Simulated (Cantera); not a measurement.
# Calcination and drying: MgSO4 + CO2

Feed: 1 mol MgSO4, 0.082 mol CO2, held at 1 atm.

These are equilibrium values from Cantera (NASA tables, ideal gas, pure condensed phases), not measurements of a reactor. Candidate condensed phases: C, Mg, MgCO3, MgO, MgS, MgSO4, S; 26 gas species. Mutual solubility and eutectic melting of coexisting phases are not modelled. Equilibrium is a limit: real reactors are often held back by kinetics, nucleation or transport.

```tsv
T (°C)	x CO2	x SO2	x O2	x SO3	n MgO(s)	n MgSO4(s)
877	0.981	0.0123	0.00614	0.000380	0.00106	0.999
902	0.967	0.0213	0.0106	0.000698	0.00186	0.998
927	0.945	0.0359	0.0180	0.00125	0.00323	0.997
952	0.909	0.0594	0.0297	0.00217	0.00555	0.994
977	0.852	0.0961	0.0480	0.00370	0.00960	0.990
1002	0.765	0.152	0.0761	0.00615	0.0170	0.983
1027	0.635	0.237	0.118	0.0100	0.0319	0.968
1052	0.441	0.362	0.181	0.0160	0.0704	0.930
1077	0.158	0.544	0.272	0.0251	0.295	0.705
1102	0.0525	0.614	0.307	0.0258	1.00	0
1127	0.0524	0.617	0.308	0.0223	1.00	0
1152	0.0523	0.619	0.309	0.0194	1.00	0
1177	0.0523	0.621	0.310	0.0169	1.00	0
1202	0.0522	0.622	0.311	0.0149	1.00	0
```
x: gas mole fraction; n: condensed amount in mol.

From 877 °C to 1077 °C the condensed part is MgO(s) + MgSO4(s). From 1102 °C to 1202 °C the condensed part is MgO(s).
